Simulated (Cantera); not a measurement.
An isothermal, constant-pressure homogeneous reactor starts with 16.7 % H2, 83.3 % O2, equivalence ratio 0.10, at 1250 K and 22.5 Torr.

Model: the H2/O2 subset of GRI-Mech 3.0, which has no nitrogen chemistry, integrated in Cantera. Radical loss at walls, strong at low pressure, is not modelled. The temperature is held fixed by assumption; the heat of reaction is taken as removed at once.

x: mole fraction; the columns are a selection and need not sum to one.

| t (s) | x H2 | x O2 | x HO2 | x O | x OH | x H2O |
|---|---|---|---|---|---|---|
| 5.00e-5 | 0.167 | 0.833 | 3.58e-8 | 3.50e-8 | ___ | 5.01e-8 |
| 0.000140 | 0.167 | 0.833 | 1.08e-7 | 1.13e-6 | ___ | 2.46e-6 |
| 0.000391 | 0.143 | 0.819 | 8.13e-6 | 0.00747 | ___ | 0.0171 |
| 0.00109 | 0.00639 | 0.743 | 1.58e-5 | 0.0621 | ___ | 0.139 |
| 0.00306 | 0.00383 | 0.778 | 1.61e-5 | 0.0342 | ___ | 0.160 |
| 0.00857 | 0.00101 | 0.808 | 1.18e-5 | 0.00853 | ___ | 0.176 |
| 0.0240 | 0.000135 | 0.816 | 4.16e-6 | 0.00114 | ___ | 0.181 |
| 0.0671 | 1.88e-5 | 0.818 | 9.29e-7 | 0.000161 | ___ | 0.181 |
| 0.188 | 3.54e-6 | 0.818 | 2.18e-7 | 3.10e-5 | ___ | 0.182 |
| 0.525 | 8.54e-7 | 0.818 | 6.50e-8 | 7.60e-6 | ___ | 0.182 |
| 1.47 | 2.44e-7 | 0.818 | 3.13e-8 | 2.20e-6 | ___ | 0.182 |
| 4.11 | 8.30e-8 | 0.818 | 2.93e-8 | 7.51e-7 | ___ | 0.182 |
| 11.5 | 4.39e-8 | 0.818 | 3.46e-8 | 3.97e-7 | 2.74e-5 | 0.182 |
| 32.2 | 4.03e-8 | 0.818 | 3.56e-8 | 3.64e-7 | 2.62e-5 | 0.182 |
| 90.0 | 4.03e-8 | 0.818 | 3.56e-8 | 3.64e-7 | 2.62e-5 | 0.182 |

Q: What belongs in the gaps?

A: 
- 5.00e-5, x OH: 2.39e-8
- 0.000140, x OH: 7.41e-7
- 0.000391, x OH: 0.00455
- 0.00109, x OH: 0.00985
- 0.00306, x OH: 0.00774
- 0.00857, x OH: 0.00398
- 0.0240, x OH: 0.00146
- 0.0671, x OH: 0.000552
- 0.188, x OH: 0.000242
- 0.525, x OH: 0.000120
- 1.47, x OH: 6.45e-5
- 4.11, x OH: 3.77e-5
